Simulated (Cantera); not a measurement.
## Thermodynamics of silicon carbide growth, feed SiH2Cl2 + C2H4 + H2

Input: 1 mol SiH2Cl2, 0.16 mol C2H4, 37 mol H2, equilibrated at 0.133 bar.

These are equilibrium values from Cantera (NASA tables, ideal gas, pure condensed phases), not measurements of a reactor. Candidate condensed phases: C, C6H6, C7H8, C8H18, Si, SiC; 109 gas species. Mutual solubility and eutectic melting of coexisting phases are not modelled. The tables' values for SiCl, SiCl3 are old estimates; treat these amounts as uncertain. Gases not in the tables: Si2H6 and higher silanes. Kinetics and transport are ignored.

```json
[
 {"T (°C)": "1727", "log p H2": "-0.90", "log p H": "-3.24", "log p HCl": "-2.26", "log p Si": "-4.36", "log p SiCl2": "-3.23", "log p Cl": "-4.72", "log p C2H2 (acetylene)": "-6.53", "log p Si2C": "-5.92", "n Si(l)": "0.480", "n SiC(s)": "0.319"},
 {"T (°C)": "1827", "log p H2": "-0.90", "log p H": "-2.96", "log p HCl": "-2.25", "log p Si": "-3.87", "log p SiCl2": "-3.27", "log p Cl": "-4.44", "log p C2H2 (acetylene)": "-5.96", "log p Si2C": "-5.26", "n Si(l)": "0.454", "n SiC(s)": "0.318"},
 {"T (°C)": "1927", "log p H2": "-0.90", "log p H": "-2.70", "log p HCl": "-2.25", "log p Si": "-3.43", "log p SiCl2": "-3.31", "log p Cl": "-4.19", "log p C2H2 (acetylene)": "-5.43", "log p Si2C": "-4.66", "n Si(l)": "0.367", "n SiC(s)": "0.311"},
 {"T (°C)": "2027", "log p H2": "-0.91", "log p H": "-2.47", "log p HCl": "-2.26", "log p Si": "-3.03", "log p SiCl2": "-3.36", "log p Cl": "-3.96", "log p C2H2 (acetylene)": "-4.96", "log p Si2C": "-4.12", "n Si(l)": "0.147", "n SiC(s)": "0.289"},
 {"T (°C)": "2127", "log p H2": "-0.92", "log p H": "-2.26", "log p HCl": "-2.25", "log p Si": "-2.82", "log p SiCl2": "-3.53", "log p Cl": "-3.73", "log p C2H2 (acetylene)": "-4.21", "log p Si2C": "-3.79", "n Si(l)": "0", "n SiC(s)": "0.218"},
 {"T (°C)": "2227", "log p H2": "-0.94", "log p H": "-2.07", "log p HCl": "-2.25", "log p Si": "-2.70", "log p SiCl2": "-3.76", "log p Cl": "-3.53", "log p C2H2 (acetylene)": "-3.56", "log p Si2C": "-3.62", "n Si(l)": "0", "n SiC(s)": "0"},
 {"T (°C)": "2327", "log p H2": "-0.95", "log p H": "-1.89", "log p HCl": "-2.26", "log p Si": "-2.64", "log p SiCl2": "-4.05", "log p Cl": "-3.35", "log p C2H2 (acetylene)": "-3.52", "log p Si2C": "-3.87", "n Si(l)": "0", "n SiC(s)": "0"}
]
```
log p: log10 of the partial pressure in bar; n: condensed amount in mol.

From 1727 °C to 2027 °C the condensed part is Si(l) + SiC(s). At 2127 °C the condensed part is SiC(s). From 2227 °C to 2327 °C nothing is condensed. The main Si-bearing gas is SiCl2 at 1727 °C and Si at 2327 °C.
